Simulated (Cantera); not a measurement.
## Counterflow diffusion flame

A counterflow diffusion flame at 0.306 atm, nozzles 20 mm apart: fuel side 47.8 % CH₄, 35.4 % C₂H₆, 16.7 % C₃H₈ at 575 K, oxidiser side 20.0 % O₂, 80.0 % N₂ at 348 K, fuel mass flux 0.81 times the oxidiser's; mixture-averaged transport, no radiation.

Cantera simulation using GRI-Mech 3.0 (53 species, 325 reactions); the numbers are that mechanism's predictions, not measurements. GRI-Mech 3.0 was tuned for natural gas; its chemistry of propane as a main component is partial and can be far from experiment. GRI-Mech 3.0 has no aromatics or soot, which form on the fuel side of real flames. The maximum strain rate includes the flame's own expansion and is several times the mean. A flux with no burning solution from the previous one only brackets extinction.

```tsv
oxidiser flux (kg/m²/s)	max strain (1/s)	mean strain (1/s)	T max (K)	peak x OH	peak x H	peak x NO	peak x CO	peak x C₂H₂
0.077	173	31.2	1887	0.00634	0.00693	0.000137	0.0566	0.0250
0.11	233	44.6	1863	0.00600	0.00704	0.000114	0.0567	0.0230
0.16	321	64.8	1839	0.00563	0.00707	8.92e-5	0.0574	0.0207
0.23	439	93.1	1813	0.00520	0.00696	6.54e-5	0.0588	0.0181
0.32	584	130	1778	0.00459	0.00653	4.25e-5	0.0608	0.0149
0.46	792	186	1711	0.00348	0.00526	1.67e-5	0.0636	0.00959
```
x: mole fraction; the columns are a selection and need not sum to one.

At the next flux tried, 0.66 kg/m²/s, no burning solution was found from the previous one.
